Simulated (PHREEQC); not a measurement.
Buffer: an equilibrium model

A solution holds 0.042 mol/kgw NH4Cl and 6.3e-05 mol/kgw Na2HPO4, at 25 °C. Closed to the air; pH follows from the charge balance.

Equilibrium calculation in PHREEQC: ion-association model, wateq4f.dat.

Precipitation was switched off in this run.

Q: Predict the pH.

A: pH 6.40.

Q: In which forms is P present?

A: H2PO4- 79 %, HPO4-2 21 % of the P.

Species that the database lacks are ignored. H3PO4, which wateq4f.dat lacks, is added to it with the constant of phreeqc.dat.
